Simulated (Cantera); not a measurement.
An adiabatic, constant-pressure homogeneous reactor starts with CH₃OH : O₂ : N₂ = 1 : 0.625 : 2.35 (molar parts), at 1498 K and 10.0 bar. Integrator tolerance rtol = 1e-08.

Computed with Cantera and GRI-Mech 3.0 (53 species, 325 reactions). GRI-Mech 3.0 was tuned for natural gas; its chemistry of methanol as a main component is partial and can be far from experiment.

| quantity | before | after |
|---|---|---|
| time of steepest temperature rise | 24.3 µs | 3.18 µs |
| temperature at 0.100 s | 2483 K | 2691 K |
| equilibrium temperature | 2483 K | 2691 K |
| x(CH₃OH) at 0.100 s | 7.37e-12 (gas-phase equilibrium 7.56e-12) | 5.00e-12 (gas-phase equilibrium 5.15e-12) |
| x(O₂) at 0.100 s | 4.33e-6 (gas-phase equilibrium 4.33e-6) | 2.95e-5 (gas-phase equilibrium 2.95e-5) |
| x(N₂O) at 0.100 s | 9.94e-9 (gas-phase equilibrium 9.94e-9) | 3.65e-8 (gas-phase equilibrium 3.65e-8) |
| x(CH₄) at 0.100 s | 1.28e-9 (gas-phase equilibrium 1.44e-9) | 5.54e-10 (gas-phase equilibrium 6.24e-10) |
| x(NO) at 0.100 s | 7.59e-5 (gas-phase equilibrium 7.59e-5) | 0.000278 (gas-phase equilibrium 0.000278) |

Problem. Which change was made?
A. pressure from 10.0 bar to 1.01 bar
B. pressure from 10.0 bar to 1.00 bar
C. initial temperature 1498 to 1250 K
D. initial temperature 1498 to 1750 K

Solution. D, initial temperature 1498 to 1750 K
